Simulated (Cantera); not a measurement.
A closed system holds: 1 mol SiC, 0.0029 mol O2, 94 mol N2, equilibrated at 1323.15 K and 1 atm.

Cantera equilibrium calculation (NASA polynomials, part measured and part estimated; ideal gas, pure solids and liquids). Candidate condensed phases: C, Si, SiC, SiO2, Si2N2O, Si3N4; 34 gas species. N2 is the only nitrogen source here; it is nearly inert below about 1500 K, so the nitride shown seldom forms there in practice. Mutual solubility and eutectic melting of coexisting phases are not modelled. Kinetics and transport are ignored.

Base state: N2 1.000 (mole fractions); condensed: C(graphite) + Si2N2O(s) + Si3N4(s).

What changes in the equilibrium state with this change: pressure from 1 atm to 27.0 mbar?


```csv
species,before,after
N2,1.000,1.000
CO,2.64e-6,2.95e-5
"C(graphite), mol",1.000,0.997
"Si2N2O(s), mol",0.00555,0.00304
"Si3N4(s), mol",0.330,0.331
```
